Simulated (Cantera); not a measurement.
An adiabatic, constant-volume homogeneous reactor starts with CH4 : O2 : N2 : H2O = 1 : 5.41 : 20.3 : 4.7 (molar parts), at 1173 K and 180 Torr.

Model: GRI-Mech 3.0 (53 species, 325 reactions), integrated in Cantera.

### Question
Predict: time of steepest temperature rise; temperature at 9.00 s; equilibrium temperature; x(O2) at 9.00 s; x(H2O) at 9.00 s; x(NO) at 9.00 s.

### Answer
```json
{
 "time_of_steepest_temperature_rise": "0.173 s",
 "temperature at 9.00 s": "1982 K",
 "equilibrium_temperature": "1980 K",
 "x(O2) at 9.00 s": "0.106 (gas-phase equilibrium 0.105)",
 "x(H2O) at 9.00 s": "0.211 (gas-phase equilibrium 0.211)",
 "x(NO) at 9.00 s": "0.00358 (gas-phase equilibrium 0.00465)"
}
```
